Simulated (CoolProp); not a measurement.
The numbers come from the reference Helmholtz-energy equation of state, Lemmon 2013 in CoolProp.

**Question.** For propylene, give the phase and the density (kg/m³), cv (kJ/(kg K)), Joule-Thomson coefficient (K/MPa), Prandtl number at 319.8 K and 47.4 bar; 398.5 K and 47.4 bar; 418.2 K and 47.4 bar.

**Answer.** 
- 319.8 K and 47.4 bar: liquid; density 479, cv 1.62, Joule-Thomson coefficient 0.219, Prandtl number 2.22
- 398.5 K and 47.4 bar: supercritical; density 89.4, cv 1.85, Joule-Thomson coefficient 9.74, Prandtl number 1.08
- 418.2 K and 47.4 bar: supercritical; density 77.4, cv 1.88, Joule-Thomson coefficient 7.91, Prandtl number 0.966

Viscosity comes from a separate model (Huber 2003), an estimate that may be off by 10 % or more. Thermal conductivity comes from a separate model (Huber 2003), an estimate that may be off by 10 % or more.
